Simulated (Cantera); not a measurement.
An isothermal, constant-pressure homogeneous reactor starts with CH₄ : CO₂ = 1 : 1.3 (molar parts), at 2148 K and 0.977 atm.

Computed with Cantera and GRI-Mech 3.0 (53 species, 325 reactions).

One state of this run: x CH₄ = 1.08e-8; x CO₂ = 0.0139; x H = 0.00269; x C₂H₆ = <1e-12; x CO = 0.520. x: mole fraction; the columns are a selection and need not sum to one.

Q: Which value of t (s) does it belong to?
(A) 0.000200
(B) 1.95
(C) 0.000743
(D) 0.0102

A: B, 1.95
